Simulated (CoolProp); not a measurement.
Toluene along the isotherm 620 K: fugacity coefficient from the reference equation and from simpler models built on Tc = 591.7 K, pc = 4126 kPa, ω = 0.266; each cubic takes its own stable root.

Values from CoolProp's reference Helmholtz-energy equation of state, Lemmon 2006. It is a short technical equation, of lower accuracy than the large ones.

| p (kPa) | phase | reference |
|---|---|---|
| 737 | gas | 0.9445 |
| 1470 | gas | 0.8906 |
| 2210 | gas | 0.8375 |
| 2950 | gas | 0.7854 |
| 3680 | gas | 0.7347 |
| 4420 | supercritical | 0.6837 |
| 5160 | supercritical | 0.6323 |
| 5890 | supercritical | 0.5807 |
| 6630 | supercritical | 0.5343 |
| 7370 | supercritical | 0.4960 |
| 8110 | supercritical | 0.4644 |
| 8840 | supercritical | 0.4382 |
| 9580 | supercritical | 0.4158 |
| 10300 | supercritical | 0.3970 |

Task: How far does each simpler model (Redlich-Kwong, Soave-Redlich-Kwong) lie from the reference over these 14 states: mean and median of the absolute difference, and the worst?

Result: 
- Redlich-Kwong: mean 2.3 %, median 1.7 %, worst +4.9 % at 620 K and 10300 kPa
- Soave-Redlich-Kwong: mean 4.3 %, median 3.9 %, worst +8.5 % at 620 K and 10300 kPa
